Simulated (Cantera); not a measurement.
What does this Cantera script print?

```python
import numpy as np
import cantera as ct

gas = ct.Solution("h2o2.yaml")
gas.TPX = 425, 34000, {'H2': 1, 'O2': 0.676, 'N2': 2.54}
flame = ct.FreeFlame(gas, width=0.085)
flame.set_refine_criteria(ratio=3, slope=0.08, curve=0.16)
flame.transport_model = "mixture-averaged"
flame.solve(loglevel=0, auto=True)
flame.transport_model = "multicomponent"
flame.soret_enabled = True
flame.solve(loglevel=0, refine_grid=True)
z, T = flame.grid, flame.T
thick = (T[-1] - T[0]) / np.gradient(T, z).max()
show = ['H2', 'O2', 'OH', 'O', 'H', 'H2O2']
print(f"laminar burning velocity  {flame.velocity[0] * 100:.3f} cm/s")
print(f"burnt temperature         {T[-1]:.1f} K")
print(f"thermal thickness         {thick * 1e3:.4f} mm")
print(f"grid points               {len(z)}")
z0 = z[flame.heat_release_rate.argmax()]
print(f"{'z/mm':>9s}{'T/K':>9s}{'u/(m/s)':>9s}" + "".join(f"{s:>11s}" for s in show))
rows = []
for k in (-3, -2, -1.5, -1, -0.5, -0.25, 0, 0.25, 0.5, 1, 2, 4, 8):
    zz = z0 + k * thick
    rows.append([k * thick, np.interp(zz, z, T), np.interp(zz, z, flame.velocity),
                 *(np.interp(zz, z, flame.X[gas.species_index(s)]) for s in show)])
    print(f"{rows[-1][0] * 1e3:9.3f}{rows[-1][1]:9.1f}{rows[-1][2]:9.3f}" + "".join(f"{x:11.3e}" for x in rows[-1][3:]))
```

Output:

```
laminar burning velocity  258.980 cm/s
burnt temperature         2146.3 K
thermal thickness         1.5559 mm
grid points               113
     z/mm      T/K  u/(m/s)         H2         O2         OH          O          H       H2O2
   -4.668    425.0    2.590  2.372e-01  1.603e-01  2.261e-16  2.666e-14  1.767e-16  6.397e-15
   -3.112    425.0    2.590  2.372e-01  1.603e-01  2.146e-14  2.527e-12  1.722e-14  8.067e-13
   -2.334    425.0    2.590  2.372e-01  1.603e-01  3.032e-13  3.567e-11  2.502e-13  1.494e-11
   -1.556    425.0    2.588  2.367e-01  1.605e-01  2.860e-11  2.561e-09  9.543e-11  2.343e-09
   -0.778    436.8    2.616  2.222e-01  1.632e-01  1.635e-05  2.088e-06  1.698e-05  6.470e-06
   -0.389    655.9    3.801  1.817e-01  1.603e-01  6.818e-04  1.489e-04  3.069e-03  2.634e-05
    0.000   1073.6    6.075  1.018e-01  1.252e-01  2.227e-03  4.126e-03  2.286e-02  2.883e-06
    0.389   1368.0    7.698  3.676e-02  7.562e-02  6.947e-03  1.139e-02  3.678e-02  2.422e-06
    0.778   1513.2    8.480  2.326e-02  6.133e-02  9.733e-03  1.299e-02  3.328e-02  1.516e-06
    1.556   1663.4    9.252  2.033e-02  5.633e-02  1.203e-02  1.162e-02  2.401e-02  7.666e-07
    3.112   1809.0    9.972  1.716e-02  5.306e-02  1.334e-02  9.030e-03  1.495e-02  3.862e-07
    6.223   1938.7   10.593  1.263e-02  5.045e-02  1.316e-02  6.121e-03  7.854e-03  2.166e-07
   12.447   2038.6   11.058  7.909e-03  4.879e-02  1.147e-02  3.598e-03  3.413e-03  1.388e-07
```

Model: the H2/O2 subset of GRI-Mech 3.0, which has no nitrogen chemistry, integrated in Cantera. Burning velocities carry a grid error of a few per cent, more on coarse grids.
